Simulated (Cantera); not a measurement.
Input: 1 mol C₂H₂, 0.088 mol NH₃, at 13500 Torr.

Cantera equilibrium calculation (NASA polynomials, part measured and part estimated; ideal gas, pure solids and liquids). Candidate condensed phases: C, C₆H₆, C₇H₈, C₈H₁₈; 92 gas species. The numbers say what is thermodynamically allowed, not how fast it happens.

x: gas mole fraction; n: condensed amount in mol.

```
T (°C)    x H₂    x CH₄    x N₂     x HCN       x NH₃  x C₂H₂ (acetylene)       x H  n C(graphite)
------  ------  -------  ------  --------  ----------  ------------------  --------  -------------
402     0.0576    0.872  0.0696  1.42e-10  (withheld)              <1e-12    <1e-12           1.45
502      0.146    0.786  0.0664   4.82e-9     0.00100              <1e-12    <1e-12           1.48
602      0.288    0.650  0.0613   6.96e-8     0.00102            6.83e-12  6.34e-12           1.54
702      0.462    0.482  0.0550   5.49e-7  (withheld)            2.63e-10  1.83e-10           1.62
802      0.629    0.321  0.0491   2.79e-6  (withheld)             4.73e-9   2.74e-9           1.71
902      0.757    0.198  0.0446   1.03e-5  (withheld)             4.82e-8   2.51e-8           1.81
1002     0.840    0.118  0.0416   3.04e-5  (withheld)             3.23e-7   1.59e-7           1.88
1102     0.889   0.0708  0.0399   7.60e-5  (withheld)             1.58e-6   7.61e-7           1.92
1202     0.917   0.0440  0.0389  0.000167  (withheld)             6.11e-6   2.93e-6           1.95
1302     0.933   0.0285  0.0382  0.000330  (withheld)             1.97e-5   9.46e-6           1.97
1402     0.942   0.0192  0.0378  0.000601  (withheld)             5.47e-5   2.66e-5           1.98
1502     0.948   0.0135  0.0373   0.00102  (withheld)            0.000135   6.64e-5           1.98
1602     0.951  0.00986  0.0369   0.00163  (withheld)            0.000301  0.000151           1.99
1702     0.952  0.00741  0.0363   0.00248  (withheld)            0.000619  0.000315           1.99
```

Q: Complete the blanks.

A: 
- 402, x NH₃: 0.000860
- 702, x NH₃: 0.000914
- 802, x NH₃: 0.000728
- 902, x NH₃: 0.000539
- 1002, x NH₃: 0.000388
- 1102, x NH₃: 0.000281
- 1202, x NH₃: 0.000208
- 1302, x NH₃: 0.000158
- 1402, x NH₃: 0.000124
- 1502, x NH₃: 9.87e-5
- 1602, x NH₃: 8.06e-5
- 1702, x NH₃: 6.69e-5
